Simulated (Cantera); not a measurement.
An isothermal, constant-pressure homogeneous reactor starts with CH4 : H2 : N2 = 0.024 : 1 : 0.0048 (molar parts), at 2375 K and 0.132 atm. Integrator tolerance rtol = 1e-08.

Model: GRI-Mech 3.0 (53 species, 325 reactions), integrated in Cantera. GRI-Mech 3.0 stops at C3 and has no aromatics, soot or wall deposition, so with more carbon than oxygen in the feed, carbon stays in small species such as C2H2 where larger ones or solid carbon would form.

**Question.** What does this change do: 0.086 parts H2O added?

**Answer.** 
```json
[
 {"quantity": "x(CH4) at 20.0 s", "before": "2.95e-5 (gas-phase equilibrium 2.77e-5)", "after": "2.61e-11 (gas-phase equilibrium 2.97e-11)"},
 {"quantity": "x(H2) at 20.0 s", "before": "0.946 (gas-phase equilibrium 0.946)", "after": "0.887 (gas-phase equilibrium 0.887)"},
 {"quantity": "x(HCN) at 20.0 s", "before": "0.000791 (gas-phase equilibrium 0.00387)", "after": "5.78e-9 (gas-phase equilibrium 5.78e-9)"},
 {"quantity": "x(C2H6) at 20.0 s", "before": "2.60e-11 (gas-phase equilibrium 2.28e-11)", "after": "<1e-12 (gas-phase equilibrium <1e-12)"},
 {"quantity": "x(C2H4) at 20.0 s", "before": "1.56e-6 (gas-phase equilibrium 1.34e-6)", "after": "<1e-12 (gas-phase equilibrium <1e-12)"},
 {"quantity": "x(C2H2) at 20.0 s", "before": "0.0107 (gas-phase equilibrium 0.00920)", "after": "<1e-12 (gas-phase equilibrium <1e-12)"},
 {"quantity": "x(CH3) at 20.0 s", "before": "2.17e-5 (gas-phase equilibrium 2.03e-5)", "after": "1.98e-11 (gas-phase equilibrium 2.25e-11)"}
]
```

**Question.** What does this change do: 0.0067 parts H2O added?

**Answer.** 
| quantity | before | after |
|---|---|---|
| x(CH4) at 20.0 s | 2.95e-5 (gas-phase equilibrium 2.77e-5) | 2.47e-5 (gas-phase equilibrium 2.27e-5) |
| x(H2) at 20.0 s | 0.946 (gas-phase equilibrium 0.946) | 0.944 (gas-phase equilibrium 0.944) |
| x(HCN) at 20.0 s | 0.000791 (gas-phase equilibrium 0.00387) | 0.000669 (gas-phase equilibrium 0.00333) |
| x(C2H6) at 20.0 s | 2.60e-11 (gas-phase equilibrium 2.28e-11) | 1.82e-11 (gas-phase equilibrium 1.54e-11) |
| x(C2H4) at 20.0 s | 1.56e-6 (gas-phase equilibrium 1.34e-6) | 1.10e-6 (gas-phase equilibrium 9.09e-7) |
| x(C2H2) at 20.0 s | 0.0107 (gas-phase equilibrium 0.00920) | 0.00758 (gas-phase equilibrium 0.00626) |
| x(CH3) at 20.0 s | 2.17e-5 (gas-phase equilibrium 2.03e-5) | 1.82e-5 (gas-phase equilibrium 1.67e-5) |
